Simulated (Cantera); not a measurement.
What does this Cantera script print?

```python
import numpy as np
import cantera as ct

gas_names = """
    H HO2 H2 H2O H2O2 O OH O2 O3 Pb PbO Pb2
""".split()
cond_names = """
    H2O(s) H2O(L) Pb(cr) Pb(L) PbO(rd) PbO(yw) PbO(L) PbO2(s) Pb3O4(s)
""".split()


# ... load() reads the species with a 1 bar reference pressure and builds the phases ...
atoms = {
    'Pb': {'Pb': 1},
    'O2': {'O': 2},
    'H2': {'H': 2},
}
top_T = {'Pb3O4(s)': 820}  # K; cautious upper limits of use, not melting points


# ... equilibrate(T, P, feed) seeds the gas with the atoms and calls Mixture.equilibrate('TP', solver="vcs", rtol=1e-11, max_steps=5000) ...
results = []
feed = {'Pb': 1, 'O2': 0.11, 'H2': 8}  # mol
T = 1348.15  # K
P = 1300  # Pa
mix = equilibrate(T, P, feed)
results.append((T, P, feed, dict(zip(mix.species_names, mix.species_moles))))
print(gas.report(threshold=0.0001))
for i in range(1, mix.n_phases):
    print(f"{mix.phase(i).name:16s} {mix.phase_moles(i):12.5e} mol")
```

Output:

```
       temperature   1348.2 K
          pressure   1300 Pa
           density   0.0029232 kg/m^3
  mean mol. weight   25.205 kg/kmol
   phase of matter   gas

                          1 kg             1 kmol
                     ---------------   ---------------
          enthalpy        1.8415e+06        4.6416e+07  J
   internal energy        1.3968e+06        3.5207e+07  J
           entropy            8752.5        2.2061e+05  J/K
    Gibbs function       -9.9581e+06         -2.51e+08  J
 heat capacity c_p            1225.6             30892  J/K
 heat capacity c_v            895.76             22578  J/K

                      mass frac. Y      mole frac. X     chem. pot. / RT
                     ---------------   ---------------   ---------------
                H2           0.06914           0.86443           -22.786
               H2O          0.017471          0.024444           -55.508
                Pb           0.91331            0.1111           -12.044
     [   +9 minor]        8.2502e-05        2.4071e-05

Pb(L)             0.00000e+00 mol
PbO(L)            0.00000e+00 mol
```

Cantera equilibrium calculation (NASA polynomials, part measured and part estimated; ideal gas, pure solids and liquids).
